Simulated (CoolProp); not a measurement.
Vapour pressure (MPa) of tetrahydrofuran: the reference equation beside estimates from Tc = 267.0 °C, pc = 5.304 MPa, ω = 0.234. Clausius-Clapeyron is anchored at -9.65 °C with a constant enthalpy of vaporisation of 33.88 kJ/mol.

Values from CoolProp's reference Helmholtz-energy equation of state, Fiedler 2023.

| T (°C) | reference | Clausius-Clapeyron | van der Waals | Redlich-Kwong |
|---|---|---|---|---|
| -9.65 | 0.003715 | 0.003715 | 0.1244 | 0.008444 |
| 3.65 | 0.007772 | 0.007811 | 0.1737 | 0.01672 |
| 16.95 | 0.01502 | 0.01534 | 0.2355 | 0.03059 |
| 30.25 | 0.02711 | 0.02840 | 0.3113 | 0.05239 |
| 43.45 | 0.04600 | 0.04972 | 0.4019 | 0.08452 |
| 56.75 | 0.07453 | 0.08353 | 0.5099 | 0.1305 |
| 70.05 | 0.1156 | 0.1348 | 0.6361 | 0.1933 |
| 83.35 | 0.1727 | 0.2100 | 0.7818 | 0.2763 |
| 96.65 | 0.2495 | 0.3167 | 0.9480 | 0.3831 |
| 109.95 | 0.3501 | 0.4644 | 1.136 | 0.5172 |
| 123.15 | 0.4780 | 0.6618 | 1.345 | 0.6808 |

Absolute difference from the reference over all 11 rows, mean and median: Clausius-Clapeyron 14.9 and 12.1 %, van der Waals 976.9 and 584.2 %, Redlich-Kwong 79.0 and 75.1 %.
